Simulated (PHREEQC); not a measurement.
Make-up at 25 °C: 7.1 mmol/kgw NH4HSO4 and 6.8 mmol/kgw NaHF2. Closed to the air; pH follows from the charge balance.

Computed with PHREEQC (ion-association model, phreeqc.dat).

Precipitation was switched off in this run.

**Question.** What pH does the model give?

**Answer.** pH 2.61.

**Question.** In which forms is F present?

**Answer.** HF 74 %, F- 24 %, HF2- 1.8 % of the F.
